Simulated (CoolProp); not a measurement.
Vapour-liquid equilibrium of R22 (1) + c-C4F8 (RC318) (2) at 338.3 K; x and y are mole fractions of (1).

Values from CoolProp's multi-fluid Helmholtz-energy mixture model, Kamei 1995 and Platzer 1990; pair parameters Bell 2016. This equation is an older, rougher fit; its heat capacities, sound speeds and derivatives of the liquid may be far off and weren't checked against measurements.

```json
[
 {"x": "0.05", "bubble pressure, mixture model (bar)": "10.03", "bubble pressure, Raoult's law (bar)": "10.40", "y, mixture model": "(withheld)", "y, Raoult's law": "0.130"},
 {"x": "0.125", "bubble pressure, mixture model (bar)": "11.18", "bubble pressure, Raoult's law (bar)": "11.72", "y, mixture model": "0.229", "y, Raoult's law": "0.289"},
 {"x": "0.2", "bubble pressure, mixture model (bar)": "12.71", "bubble pressure, Raoult's law (bar)": "13.04", "y, mixture model": "(withheld)", "y, Raoult's law": "0.416"},
 {"x": "0.275", "bubble pressure, mixture model (bar)": "14.49", "bubble pressure, Raoult's law (bar)": "14.36", "y, mixture model": "0.480", "y, Raoult's law": "0.519"},
 {"x": "0.35", "bubble pressure, mixture model (bar)": "16.38", "bubble pressure, Raoult's law (bar)": "15.67", "y, mixture model": "0.573", "y, Raoult's law": "0.605"},
 {"x": "0.425", "bubble pressure, mixture model (bar)": "18.22", "bubble pressure, Raoult's law (bar)": "16.99", "y, mixture model": "0.645", "y, Raoult's law": "0.678"},
 {"x": "0.5", "bubble pressure, mixture model (bar)": "19.93", "bubble pressure, Raoult's law (bar)": "18.31", "y, mixture model": "0.702", "y, Raoult's law": "0.740"},
 {"x": "0.575", "bubble pressure, mixture model (bar)": "21.47", "bubble pressure, Raoult's law (bar)": "19.63", "y, mixture model": "(withheld)", "y, Raoult's law": "0.794"},
 {"x": "0.65", "bubble pressure, mixture model (bar)": "22.83", "bubble pressure, Raoult's law (bar)": "20.95", "y, mixture model": "0.790", "y, Raoult's law": "0.841"},
 {"x": "0.725", "bubble pressure, mixture model (bar)": "(withheld)", "bubble pressure, Raoult's law (bar)": "22.26", "y, mixture model": "(withheld)", "y, Raoult's law": "0.882"},
 {"x": "0.8", "bubble pressure, mixture model (bar)": "25.10", "bubble pressure, Raoult's law (bar)": "23.58", "y, mixture model": "(withheld)", "y, Raoult's law": "0.919"},
 {"x": "0.875", "bubble pressure, mixture model (bar)": "26.03", "bubble pressure, Raoult's law (bar)": "24.90", "y, mixture model": "0.909", "y, Raoult's law": "0.952"},
 {"x": "0.95", "bubble pressure, mixture model (bar)": "26.76", "bubble pressure, Raoult's law (bar)": "26.22", "y, mixture model": "(withheld)", "y, Raoult's law": "0.982"}
]
```

Q: What belongs in the gaps?

A: 
- 0.05, y, mixture model: 0.087
- 0.2, y, mixture model: 0.364
- 0.575, y, mixture model: 0.749
- 0.725, bubble pressure, mixture model (bar): 24.04
- 0.725, y, mixture model: 0.828
- 0.8, y, mixture model: 0.866
- 0.95, y, mixture model: 0.959

The largest gap from Raoult's law is +9.4 % in bubble pressure, at x = 0.575. No azeotrope shows between x = 0.05 and 0.95.

The pair parameters rest on a limited set of measurements; away from them the model extrapolates. The gap from Raoult's law changes sign with composition, which may be real or a fault of the pair parameters; it wasn't checked against measurements.
